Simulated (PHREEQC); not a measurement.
Solution (25 °C): 15 mmol/kgw KH2PO4, 0.097 mmol/kgw Na2SO4 and 27 mmol/kgw NaCl. Closed to the air; pH follows from the charge balance.

Model: ion-association model, wateq4f.dat, run in PHREEQC.

```json
[
 {"quantity": "pH", "before": "4.63", "after": "5.12"},
 {"quantity": "ionic strength (mol/kgw)", "before": "0.0424", "after": "0.0424"},
 {"quantity": "SI of Halite (NaCl)", "before": "-4.88", "after": "-4.88"}
]
```

Name the change that produced these shifts.
A) KH2PO4 replaced by KBr at the same molality
B) KH2PO4 from 0.015 to 0.075 mol/kgw
C) KH2PO4 left out
D) Na2SO4 replaced by Na2B4O7 at the same molality
E) 0.0007 mol/kgw NaBr added

D, Na2SO4 replaced by Na2B4O7 at the same molality

This is a speciation only: nothing precipitates in the calculation. H3PO4, which wateq4f.dat lacks, is added to it with the constant of phreeqc.dat.
